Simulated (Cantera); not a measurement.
## Ignition delay

Mixture: 15.1 % H2, 11.6 % O2, 73.3 % N2, at 5.10 bar, adiabatic and at constant volume. Ignition delay is the time to a rise of 400 K.

Cantera simulation using the H2/O2 subset of GRI-Mech 3.0, which has no nitrogen chemistry; the numbers are that mechanism's predictions, not measurements. The hydrogen kinetics of GRI-Mech 3.0 are dated; newer H2 mechanisms differ, most at raised pressure. Below about 950 K walls govern HO2 and H2O2 in real vessels.

```json
[
 {"T0 (K)": "900", "delay (ms)": "252"},
 {"T0 (K)": "975", "delay (ms)": "31.0"},
 {"T0 (K)": "1050", "delay (ms)": "3.87"},
 {"T0 (K)": "1125", "delay (ms)": "0.193"},
 {"T0 (K)": "1200", "delay (ms)": "0.0218"},
 {"T0 (K)": "1275", "delay (ms)": "0.0112"}
]
```
